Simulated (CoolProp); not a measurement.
n-perfluorohexane along the isobar 1.01 bar: fugacity coefficient from the reference equation and from simpler models built on Tc = 448.0 K, pc = 17.42 bar, ω = 0.497; each cubic takes its own stable root.

Values from CoolProp's reference Helmholtz-energy equation of state, Gao 2022.

```json
[
 {"T (K)": "361", "phase": "gas", "reference": "0.9570"},
 {"T (K)": "373.7", "phase": "gas", "reference": "0.9619"},
 {"T (K)": "386.4", "phase": "gas", "reference": "0.9660"},
 {"T (K)": "399.1", "phase": "gas", "reference": "0.9696"},
 {"T (K)": "411.9", "phase": "gas", "reference": "0.9728"},
 {"T (K)": "424.6", "phase": "gas", "reference": "0.9755"},
 {"T (K)": "437.3", "phase": "gas", "reference": "0.9779"},
 {"T (K)": "450", "phase": "gas", "reference": "0.9801"}
]
```

Q: How far does each simpler model (Redlich-Kwong, Soave-Redlich-Kwong, Peng-Robinson) lie from the reference over these 8 states: mean and median of the absolute difference, and the worst?

A: 
- Redlich-Kwong: mean 0.3 %, median 0.3 %, worst +0.7 % at 361 K and 1.01 bar
- Soave-Redlich-Kwong: mean 0.1 %, median 0.1 %, worst +0.1 % at 361 K and 1.01 bar
- Peng-Robinson: mean 0.2 %, median 0.2 %, worst -0.2 % at 399.1 K and 1.01 bar
